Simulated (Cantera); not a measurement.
Cantera run:

```python
import numpy as np
import cantera as ct

gas_names = """
    CL CL2 H HCL H2 N NH NH2 NH3 N2 N2H2 N2H4 Si SiCL SiCL2 SiCL3 SiCL4 SiH SiHCL3 SiH2 SiH2CL2 SiH3
    SiH3CL SiH4 SiN Si2 Si2N Si3
""".split()
cond_names = """
    NH4CL(a) NH4CL(b) Si(cr) Si(L) Si3N4(a)
""".split()


# ... load() reads the species with a 1 bar reference pressure and builds the phases ...
atoms = {
    'SiH2Cl2': {'Si': 1, 'H': 2, 'CL': 2},
    'N2': {'N': 2},
    'H2': {'H': 2},
}
top_T = {'Si3N4(a)': 2400}  # K; cautious upper limits of use, not melting points


# ... equilibrate(T, P, feed) seeds the gas with the atoms and calls Mixture.equilibrate('TP', solver="vcs", rtol=1e-11, max_steps=5000) ...
results = []
feed = {'SiH2Cl2': 1, 'N2': 21, 'H2': 37}  # mol
P = 133.322  # Pa
for T in [1050, 1125, 1200, 1275, 1350, 1425, 1500, 1575, 1650]:
    mix = equilibrate(T, P, feed)
    results.append((T, P, feed, dict(zip(mix.species_names, mix.species_moles))))

top = {s: max(r[3][s] / sum(r[3][g] for g in gas_names) for r in results) for s in gas_names}
cols = sorted((s for s in top if top[s] > 1e-06), key=lambda s: -top[s])[:7]
seen = [c for c in cond_names if any(r[3].get(c, 0) > 1e-12 for r in results)]
print("log10 of partial pressures in bar; condensed amounts in mol")
print(f"{'T/K':>10s}" + "".join(f"{s[:9]:>10s}" for s in cols + seen))
for T, P, feed, n in results:
    ng = sum(n[g] for g in gas_names)
    print(f"{T:10.4g}" + "".join(f"{np.log10(max(n[s] / ng * P / 1e5, 1e-99)):10.3f}" for s in cols)
          + "".join(f"{n.get(c, 0):10.4g}" for c in seen))
```

Result:

```
log10 of partial pressures in bar; condensed amounts in mol
       T/K        H2        N2       HCL     SiCL2         H        Si        CL    Si(cr)  Si3N4(a)
      1050    -3.080    -3.340    -4.347    -9.689    -9.631   -18.984   -10.938         0    0.3333
      1125    -3.080    -3.340    -4.347    -8.811    -8.892   -16.677   -10.211         0    0.3333
      1200    -3.080    -3.340    -4.348    -8.045    -8.245   -14.661    -9.574         0    0.3332
      1275    -3.080    -3.340    -4.348    -7.373    -7.673   -12.885    -9.012         0    0.3327
      1350    -3.080    -3.340    -4.351    -6.780    -7.163   -11.308    -8.513         0    0.3308
      1425    -3.080    -3.340    -4.358    -6.263    -6.706    -9.900    -8.071         0    0.3252
      1500    -3.080    -3.340    -4.378    -5.826    -6.294    -8.634    -7.686         0     0.311
      1575    -3.080    -3.339    -4.419    -5.478    -5.921    -7.491    -7.360         0     0.283
      1650    -3.084    -3.332    -4.467    -5.299    -5.583    -6.572    -7.072    0.7559         0
```

These are equilibrium values from Cantera (NASA tables, ideal gas, pure condensed phases), not measurements of a reactor. N2 is the only nitrogen source here; it is nearly inert below about 1500 K, so the nitride shown seldom forms there in practice. The tables' values for SiCl are old estimates; treat these amounts as uncertain.
